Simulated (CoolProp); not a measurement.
The numbers come from the reference Helmholtz-energy equation of state, Setzmann 1991 in CoolProp.

**Question.** For methane, give the phase and the viscosity (µPa s), Prandtl number at 327.2 K and 0.101 MPa.

**Answer.** 
- 327.2 K and 0.101 MPa: gas; viscosity 12.1, Prandtl number 0.728

Viscosity comes from a separate model (Quiñones-Cisneros 2006). Thermal conductivity comes from a separate model (Friend 1989).
